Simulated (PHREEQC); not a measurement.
Geothermal or formation water: an equilibrium model

A made-up water analysis in mmol/kgw, 40 °C, pH 6.56:

| constituent | mmol/kgw |
|---|---|
| Na | 264 |
| K | 3.52 |
| Ca | 2.99 |
| Mg | 63 |
| Cl | 394 |
| S(6) | 6.06 |
| Alkalinity (meq/kgw) | 0.254 |
| Si | 1.44 |
| B | 0.477 |

Cl is adjusted to close the charge balance.
Valence states are taken as typed.

All values are PHREEQC results (Pitzer model, pitzer.dat), not measurements.

* **ionic strength**: 0.471 mol/kgw
* **activity of water**: 0.988
* **specific conductance**: 47100 µS/cm
* **density**: 1.008 g/cm³
* **osmotic coefficient**: 0.904

```tsv
species	molality	activity	log γ
Cl-	0.387	0.253	-0.185
Na+	0.264	0.190	-0.143
Mg+2	0.0630	0.0165	-0.583
SO4-2	0.00606	0.000637	-0.978
K+	0.00352	0.00239	-0.168
Ca+2	0.00299	0.000732	-0.611
H4SiO4	0.00144	0.00152	0.025
B(OH)3	0.000474	0.000483	0.008
HCO3-	0.000247	0.000155	-0.202
CO2	7.82e-5	8.35e-5	0.029
H3SiO4-	2.58e-6	1.31e-6	-0.295
```

This is a speciation only: nothing precipitates in the calculation. Constants without temperature data keep their 25 °C values here.
